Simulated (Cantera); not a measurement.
Source: NASA polynomial tables (part measured, part estimated), evaluated in Cantera. Values are per mole of reaction as written; species without (g) are pure solids or liquids, kept so even where they would boil at 1 bar.

4 N(g) + B2O2(g) → 2 NO(g) + 2 BN, with ΔH° = -1754.0 kJ and ΔS° = -405.0 J/K at 300 K.

Q: How far is the shortcut ΔG° ≈ ΔH°(300 K) − T·ΔS°(300 K) from the full temperature-dependent value at 973, 1073, 1173, 1273, 1373, 1473, 1573, 1673, 1773, 1873, 1973 K?

A: 
```
T (K)  shortcut (kJ)  full (kJ)  difference (kJ)  difference in log10 K
-----  -------------  ---------  ---------------  ---------------------
973          -1360.0    -1346.4            -13.6                   0.73
1073         -1319.5    -1303.1            -16.4                   0.80
1173         -1279.0    -1259.8            -19.2                   0.85
1273         -1238.5    -1216.4            -22.0                   0.90
1373         -1198.0    -1173.1            -24.9                   0.95
1473         -1157.5    -1129.8            -27.7                   0.98
1573         -1117.0    -1086.5            -30.5                   1.01
1673         -1076.5    -1043.2            -33.3                   1.04
1773         -1036.0     -999.9            -36.1                   1.06
1873          -995.5     -956.7            -38.8                   1.08
1973          -955.0     -913.4            -41.5                   1.10
```
The shortcut ignores the heat-capacity change of the reaction.
